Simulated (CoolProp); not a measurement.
Diethyl ether along the isobar 4.75 MPa: density (kg/m³) from the reference equation and from simpler models built on Tc = 467.9 K, pc = 3.717 MPa, ω = 0.282; each cubic takes its own stable root.

Model: reference Helmholtz-energy equation of state, Thol 2014, in CoolProp.

```json
[
 {"T (K)": "342", "phase": "liquid", "reference": "663.1", "van der Waals": "411.6", "Redlich-Kwong": "584.1", "Soave-Redlich-Kwong": "607.3", "Peng-Robinson": "686.1"},
 {"T (K)": "353.1", "phase": "liquid", "reference": "649.0", "van der Waals": "404.1", "Redlich-Kwong": "569.9", "Soave-Redlich-Kwong": "593.4", "Peng-Robinson": "670.6"},
 {"T (K)": "364.2", "phase": "liquid", "reference": "634.4", "van der Waals": "396.2", "Redlich-Kwong": "555.0", "Soave-Redlich-Kwong": "578.5", "Peng-Robinson": "653.9"},
 {"T (K)": "375.3", "phase": "liquid", "reference": "619.1", "van der Waals": "388.0", "Redlich-Kwong": "539.4", "Soave-Redlich-Kwong": "562.6", "Peng-Robinson": "635.9"},
 {"T (K)": "386.4", "phase": "liquid", "reference": "603.1", "van der Waals": "379.3", "Redlich-Kwong": "522.8", "Soave-Redlich-Kwong": "545.5", "Peng-Robinson": "616.6"},
 {"T (K)": "397.4", "phase": "liquid", "reference": "586.3", "van der Waals": "370.1", "Redlich-Kwong": "505.3", "Soave-Redlich-Kwong": "527.2", "Peng-Robinson": "595.7"},
 {"T (K)": "408.5", "phase": "liquid", "reference": "568.1", "van der Waals": "360.2", "Redlich-Kwong": "486.4", "Soave-Redlich-Kwong": "507.1", "Peng-Robinson": "572.7"},
 {"T (K)": "419.6", "phase": "liquid", "reference": "548.5", "van der Waals": "349.6", "Redlich-Kwong": "466.0", "Soave-Redlich-Kwong": "485.1", "Peng-Robinson": "547.2"},
 {"T (K)": "430.7", "phase": "liquid", "reference": "526.9", "van der Waals": "337.9", "Redlich-Kwong": "443.7", "Soave-Redlich-Kwong": "460.5", "Peng-Robinson": "518.6"},
 {"T (K)": "441.7", "phase": "liquid", "reference": "502.7", "van der Waals": "325.1", "Redlich-Kwong": "419.1", "Soave-Redlich-Kwong": "432.9", "Peng-Robinson": "486.3"},
 {"T (K)": "452.8", "phase": "liquid", "reference": "473.8", "van der Waals": "310.5", "Redlich-Kwong": "390.7", "Soave-Redlich-Kwong": "400.3", "Peng-Robinson": "447.8"},
 {"T (K)": "463.9", "phase": "liquid", "reference": "436.7", "van der Waals": "293.4", "Redlich-Kwong": "356.7", "Soave-Redlich-Kwong": "360.0", "Peng-Robinson": "400.0"},
 {"T (K)": "475", "phase": "supercritical", "reference": "379.0", "van der Waals": "272.2", "Redlich-Kwong": "312.9", "Soave-Redlich-Kwong": "304.7", "Peng-Robinson": "333.8"},
 {"T (K)": "486.1", "phase": "supercritical", "reference": "253.7", "van der Waals": "243.7", "Redlich-Kwong": "248.5", "Soave-Redlich-Kwong": "219.8", "Peng-Robinson": "234.5"},
 {"T (K)": "497.1", "phase": "supercritical", "reference": "178.2", "van der Waals": "202.3", "Redlich-Kwong": "184.4", "Soave-Redlich-Kwong": "165.3", "Peng-Robinson": "175.2"}
]
```
